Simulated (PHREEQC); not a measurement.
Dissolve 0.001 mol CdCl2, 0.014 mol CuCl2, 8.4e-05 mol NaHCO3 and 0.017 mol Na2SO4 per kg of water at 25 °C. Closed to the air; pH follows from the charge balance.

Model: ion-association model, wateq4f.dat, run in PHREEQC.

Precipitation was switched off in this run.

Task: What pH, ionic strength does the model give?

Result: pH 5.14; ionic strength 0.0758 mol/kgw.

Task: In which forms is Cd present?

Result: CdCl+ 39 %, Cd+2 35 %, CdSO4 20 %, CdCl2 2.9 %, Cd(SO4)2-2 2.6 % of the Cd.

Saturation is exceeded, for instance for Atacamite, Antlerite; the values hold only as long as no solid forms. Complexes and solids missing from the database can't appear.
